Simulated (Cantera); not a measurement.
Charge: 1 mol CuF₂, 1.3 mol O₂, 8.9 mol H₂, at 13300 Pa.

Equilibrium computed with Cantera from the NASA thermochemical tables; the gas is ideal and each condensed phase is pure. Candidate condensed phases: Cu, CuF₂, CuO, Cu(OH)₂, Cu₂O, H₂O; 27 gas species. Equilibrium is a limit: real reactors are often held back by kinetics, nucleation or transport.

Problem. At 402 °C, list the 3 most abundant gas species with their mole fractions, and the condensed phases.

Solution. H₂ 0.535, H₂O 0.263, HF 0.202. Condensed: Cu(s).
